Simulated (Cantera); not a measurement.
A closed system holds: 1 mol B2O3, 0.1 mol O2, 6.6 mol H2, held at 2125 °C and 6.30 mbar.

Cantera equilibrium calculation (NASA polynomials, part measured and part estimated; ideal gas, pure solids and liquids). Candidate condensed phases: B, B2O3, B3O3H3, H2O; 23 gas species. Equilibrium is a limit: real reactors are often held back by kinetics, nucleation or transport.

Base state: H2 0.611, H 0.155, HBO2 0.0728, BO 0.0668, H2O 0.0310, B2O3 0.0304, HBO 0.0252, BO2 0.00408 (mole fractions); condensed: gas only.

Task: What changes in the equilibrium state with this change: B2O3 replaced by borazine?

Result: 
```json
[
 {"species": "H2", "before": "0.611", "after": "0.690"},
 {"species": "H", "before": "0.155", "after": "0.165"},
 {"species": "N2", "before": "0", "after": "0.121"},
 {"species": "HBO2", "before": "0.0728", "after": "1.23e-7"},
 {"species": "B2O3", "before": "0.0304", "after": "8.13e-9"},
 {"species": "H2O", "before": "0.0310", "after": "3.32e-7"},
 {"species": "BO", "before": "0.0668", "after": "0.0112"},
 {"species": "HBO", "before": "0.0252", "after": "0.00451"},
 {"species": "BO2", "before": "0.00408", "after": "6.51e-9"},
 {"species": "O", "before": "0.000246", "after": "2.33e-9"},
 {"species": "B(l), mol", "before": "0", "after": "2.71"}
]
```
The feed counts by its element totals alone. The tables' values for BH2 are old estimates; treat these amounts as uncertain. Further candidate phases: BN.
